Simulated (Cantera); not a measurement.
Input: 1 mol Si, 0.028 mol N₂O, 48 mol N₂, held at 4.50e-5 bar.

Cantera equilibrium calculation (NASA polynomials, part measured and part estimated; ideal gas, pure solids and liquids). Candidate condensed phases: Si, SiO₂, Si₂N₂O, Si₃N₄; 16 gas species. The tables' values for SiN are old estimates; treat these amounts as uncertain. Kinetics and transport are ignored.

Task: At 1475 °C, list the 4 most abundant gas species with their mole fractions, and the condensed phases.

Result: N₂ 0.980, Si 0.0195, SiO 0.000571, Si₂N 6.89e-5. Condensed: gas only.
